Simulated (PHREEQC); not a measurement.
Synthetic water in mg/L, 25 °C, pH 6.86, pe 10.8: Na 2.21; K 0.0181; Ca 0.0256; Mg 0.371; Cl 0.906; S(6) as SO4 0.379; Alkalinity as HCO3 5.69; Cu(2) 0.00385; Sr 0.192; Ni 0.00243; O(0) (dissolved oxygen) 0.0797; Br 0.111; Zn 0.0142.

Valence states are taken as typed.

The numbers come from PHREEQC with the ion-association model, wateq4f.dat.

| quantity | before | after |
|---|---|---|
| HCO3- (mol/kgw) | 9.31e-5 | 9.16e-5 |
| CO2 (mol/kgw) | 2.85e-5 | 2.80e-6 |
| Zn+2 (mol/kgw) | 2.12e-7 | 1.80e-7 |
| Ni+2 (mol/kgw) | 3.36e-8 | 1.30e-8 |
| CO3-2 (mol/kgw) | 3.30e-8 | 3.25e-7 |
| Cu(OH)2 (mol/kgw) | 2.72e-8 | 5.87e-8 |
| SI of Tenorite (CuO) | -1.51 | -1.17 |
| SI of Cu(OH)2 (Cu(OH)2) | -2.53 | -2.19 |

**Question.** Which change was made?
A. pH from 6.86 to 7.36 at the same alkalinity
B. pH from 6.86 to 7.86 at the same alkalinity
C. all concentrations times 3 at the same typed pH

**Answer.** B, pH from 6.86 to 7.86 at the same alkalinity

Precipitation was switched off in this run. The database's constant for dissolved Cu(OH)2 is higher than later reviews accept. The database's nickel carbonate constants are estimates that later reviews lower a good deal.
